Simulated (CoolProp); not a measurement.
Values from CoolProp's reference Helmholtz-energy equation of state, de Reuck 1993.

Task: Give the vapour pressure (MPa), liquid cp (kJ/(kg K)), vapour Z of saturated methanol at 464.9, 494.9 K.

Result: 
```
T (K)  p (MPa)  liquid cp (kJ/(kg K))  vapour Z
-----  -------  ---------------------  --------
464.9     3.44                   4.89     0.658
494.9     5.97                   8.00     0.501
```
